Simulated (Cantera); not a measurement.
Feed: 1 mol n-butane, 0.02 mol O₂, 5.2 mol N₂, at 7.50 Torr.

Method: chemical equilibrium by Gibbs-energy minimisation in Cantera with the NASA 1993 tables (ideal gas, pure condensed phases). Candidate condensed phases: C, C₆H₆, C₇H₈, C₈H₁₈, H₂O; 136 gas species. Kinetics and transport are ignored. All values below are at 2750 K.

Base state: N₂ 0.400, H 0.320, H₂ 0.219, HCN 0.0370, C₂H₂ (acetylene) 0.00617, HNC 0.00563, CN 0.00430, CO 0.00326 (mole fractions); condensed: C(graphite).

What changes in the equilibrium state with this change: O₂ from 0.02 to 0.011 mol?


```
species             before    after
-----------------  -------  -------
N₂                   0.400    0.401
H                    0.320    0.321
H₂                   0.219    0.220
CO                 0.00326  0.00180
HCN                 0.0370   0.0371
C₂H₂ (vinylidene)  1.03e-5  1.04e-5
C₂H₂ (acetylene)   0.00617  0.00618
C(graphite), mol      3.13     3.15
```
